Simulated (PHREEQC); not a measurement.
1 kg of water holding 0.021 mol/kgw MgCl2, 0.0078 mol/kgw NaCl, 0.16 mol/kgw CaCl2, 0.05 mol/kgw KCl and 0.077 mol/kgw NaHCO3 is evaporated at 90 °C; the solids stay in contact with the brine. CO2 is held at log p = -3.4 (atm). Only these solids could form: Calcite, Bischofite, Brucite, Carnallite, Gaylussite, Halite, Kalicinite, Magnesite, Nahcolite, Natron, Pirssonite, Portlandite, Sylvite, Trona, MgCl2_4H2O.

Base run: PHREEQC, Pitzer model, pitzer.dat. Each further column changes one thing. The table gives water activity.

```csv
H2O removed (mol),base,temperature from 90 to 5 °C,temperature from 90 to 75 °C
0,0.989,0.989,0.989
18.01,0.984,0.984,0.984
30.18,0.976,0.975,0.976
38.4,0.963,0.962,0.963
43.95,0.943,0.941,0.942
47.7,0.910,0.905,0.908
50.23,0.854,0.843,0.851
51.94,0.762,0.737,0.756
53.1,0.630,0.618,0.626
53.88,0.523,0.482,0.508
```

Constants without temperature data keep their 25 °C values here.
